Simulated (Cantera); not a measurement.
Charge: 1 mol Ti, 0.0011 mol O2, 4.5 mol H2, at 1873 K and 750 Torr.

These are equilibrium values from Cantera (NASA tables, ideal gas, pure condensed phases), not measurements of a reactor. Candidate condensed phases: H2O, Ti, TiO, TiO2, Ti2O3, Ti3O5, Ti4O7; 12 gas species. Mutual solubility and eutectic melting of coexisting phases are not modelled. TiO: taken at fixed stoichiometry. Condensed phases not in the tables: N, O or C dissolved in the metal. Rates play no part.

Base state: H2 0.999, H 0.000645 (mole fractions); condensed: Ti(β) + TiO(s).

**Question.** What changes in the equilibrium state with this change: 0.34 mol CO2 added?

**Answer.** 
```csv
species,before,after
H2,0.999,0.997
CO,0,0.00242
H,0.000645,0.000644
H2O,4.79e-7,8.21e-5
"Ti(β), mol",0.998,0
"TiO(s), mol",0.00220,0.671
"TiC(s), mol",0,0.329
```
TiC, TiO: taken at fixed stoichiometry. Condensed phases not in the tables: solid solutions among these carbides, nitrides and lower oxides. Further candidate phases: C, C6H6, C7H8, C8H18, TiC.
